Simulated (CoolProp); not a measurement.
Properties of p-xylene at several states (Tc = 616.2 K, pc = 3.532 MPa, ω = 0.324).

The numbers come from the reference Helmholtz-energy equation of state, Zhou 2012 in CoolProp.

```tsv
T (K)	p (MPa)	phase	isothermal compressibility (1/MPa)	expansivity (1/kK)	viscosity (µPa s)	fugacity coefficient
442.6	4.86	liquid	0.002612	1.364	188	0.04995
521.9	6.52	liquid	0.005732	1.856	116	0.1513
482.4	0.189	gas	5.572	2.475	10.2	0.9540
```

Viscosity comes from a separate model (Balogun 2015).
